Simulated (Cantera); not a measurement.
A perfectly stirred reactor is fed with H2 : O2 : N2 = 1 : 0.357 : 1.34 (molar parts), at 0.690 bar; it is adiabatic with a 675 K inlet, and is followed from long to short residence time, starting on the burning branch (τ in s: 0.37, 0.16, 0.07, 0.03, 0.013, 0.0058, 0.0025, 0.0011, 0.00047, 0.00021, 9e-05).

Cantera simulation using the H2/O2 subset of GRI-Mech 3.0, which has no nitrogen chemistry; the numbers are that mechanism's predictions, not measurements.

Q: What does this change do: inlet temperature 675 to 473 K?

A: 
```json
[
 {"quantity": "blow-out, bracketed by the residence times tried", "before": "burning at 90.0 µs, the shortest tried", "after": "burning at 90.0 µs, the shortest tried"},
 {"quantity": "x(H2) at τ = 0.370 s", "before": "0.119", "after": "0.120"},
 {"quantity": "x(O2) at τ = 0.370 s", "before": "0.000370", "after": "0.000131"},
 {"quantity": "x(O) at τ = 0.370 s", "before": "0.000363", "after": "0.000122"},
 {"quantity": "x(H2O) at τ = 0.370 s", "before": "0.295", "after": "0.300"},
 {"quantity": "x(H2O2) at τ = 0.370 s", "before": "3.43e-8", "after": "1.63e-8"},
 {"quantity": "x(H2) at τ = 5.80 ms", "before": "0.118", "after": "0.117"},
 {"quantity": "x(O2) at τ = 5.80 ms", "before": "0.00117", "after": "0.000932"},
 {"quantity": "x(O) at τ = 5.80 ms", "before": "0.00107", "after": "0.000791"},
 {"quantity": "x(H2O) at τ = 5.80 ms", "before": "0.287", "after": "0.291"},
 {"quantity": "x(H2O2) at τ = 5.80 ms", "before": "6.47e-8", "after": "6.20e-8"}
]
```

Q: What does this change do: H2 1 to 0.67 parts?

A: 
```csv
quantity,before,after
"blow-out, bracketed by the residence times tried","burning at 90.0 µs, the shortest tried","burning at 90.0 µs, the shortest tried"
x(H2) at τ = 0.370 s,0.119,0.0183
x(O2) at τ = 0.370 s,0.000370,0.0159
x(O) at τ = 0.370 s,0.000363,0.00241
x(H2O) at τ = 0.370 s,0.295,0.296
x(H2O2) at τ = 0.370 s,3.43e-8,2.25e-7
x(H2) at τ = 5.80 ms,0.118,0.0234
x(O2) at τ = 5.80 ms,0.00117,0.0180
x(O) at τ = 5.80 ms,0.00107,0.00350
x(H2O) at τ = 5.80 ms,0.287,0.287
x(H2O2) at τ = 5.80 ms,6.47e-8,1.98e-7
```
